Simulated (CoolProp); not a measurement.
Saturated liquid density (kg/m³) of n-octane: the reference equation beside estimates from Tc = 295.6 °C, pc = 2.484 MPa, ω = 0.398. Rackett uses Z = 0.29056 − 0.08775 ω.

The numbers come from the reference Helmholtz-energy equation of state, Beckmüller 2019 in CoolProp.

```tsv
T (°C)	reference	Rackett	van der Waals	Redlich-Kwong	Soave-Redlich-Kwong
86.05	647.3	654.2	361.7	530.3	559.5
99.55	635.3	641.7	355.2	519.1	549.5
113.15	622.9	628.7	348.5	507.2	538.6
126.65	610.2	615.4	341.6	494.9	527.2
140.15	597.1	601.6	334.3	481.9	514.9
153.65	583.4	587.2	326.6	468.2	501.7
167.15	569.1	572.3	318.5	453.7	487.4
180.75	554.0	556.4	309.9	438.2	471.9
194.25	538.0	539.8	300.8	421.8	455.1
207.75	520.8	522.1	291.0	404.2	436.7
221.25	502.2	503.0	280.4	385.1	416.4
234.85	481.5	482.0	268.7	364.1	393.6
248.35	458.2	458.5	255.7	340.9	367.8
```

Absolute difference from the reference over all 13 rows, mean and median: Rackett 0.6 and 0.6 %, van der Waals 44.1 and 44.1 %, Redlich-Kwong 20.9 and 20.3 %, Soave-Redlich-Kwong 15.2 and 14.4 %.
